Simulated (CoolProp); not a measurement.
Saturation properties of hydrogen chloride.

Model: reference Helmholtz-energy equation of state, Thol 2018, in CoolProp.

```
T (K)  p (MPa)  liquid density (kg/m³)  vapour density (kg/m³)  enthalpy of vaporisation (kJ/kg)  liquid cp (kJ/(kg K))
-----  -------  ----------------------  ----------------------  --------------------------------  ---------------------
239.9   0.9679                    1044                   20.39                             376.3                  1.771
244.8    1.138                    1028                   23.89                             368.2                  1.795
249.7    1.329                    1012                   27.87                             359.6                  1.822
254.6    1.543                   996.0                   32.39                             350.7                  1.853
259.6    1.786                   978.7                   37.61                             341.0                  1.891
264.5    2.052                   961.0                   43.43                             330.9                  1.934
269.4    2.345                   942.5                   50.04                             320.2                  1.986
274.3    2.668                   923.1                   57.57                             308.8                  2.048
279.2    3.023                   902.7                   66.17                             296.5                  2.124
284.2    3.420                   880.6                   76.27                             283.0                  2.221
289.1    3.846                   857.4                   87.75                             268.5                  2.343
294      4.311                   832.4                   101.2                             252.7                  2.505
```

It boils at 188.2 K under 1 atm.
